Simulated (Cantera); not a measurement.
Feed: 1 mol SrCl2, 0.54 mol H2O, 1.2 mol H2, held at 1800 K and 38.0 Pa.

Cantera equilibrium calculation (NASA polynomials, part measured and part estimated; ideal gas, pure solids and liquids). Candidate condensed phases: H2O, Sr, SrCl2, SrO, Sr(OH)2; 20 gas species. Condensed phases not in the tables: oxide chlorides. Rates play no part.

Base state: H2 0.426, SrCl2 0.332, H2O 0.170, HCl 0.0535, H 0.0120, SrCl 0.00420, Cl 0.00115, OH 0.000316 (mole fractions); condensed: SrO(s).

Q: What changes in the equilibrium state with this change: temperature from 1800 K to 1298.15 K?

A: 
```json
[
 {"species": "H2", "before": "0.426", "after": "0.656"},
 {"species": "H2O", "before": "0.170", "after": "0.278"},
 {"species": "HCl", "before": "0.0535", "after": "0.0342"},
 {"species": "SrCl2", "before": "0.332", "after": "0.0310"},
 {"species": "H", "before": "0.0120", "after": "4.46e-5"},
 {"species": "Sr", "before": "0.000287", "after": "<1e-9"},
 {"species": "SrOH", "before": "0.000128", "after": "1.23e-8"},
 {"species": "SrCl", "before": "0.00420", "after": "1.13e-6"},
 {"species": "SrO(s), mol", "before": "0.0685", "after": "0.0313"},
 {"species": "SrCl2(l), mol", "before": "0", "after": "0.912"}
]
```
Mutual solubility and eutectic melting of coexisting phases are not modelled.
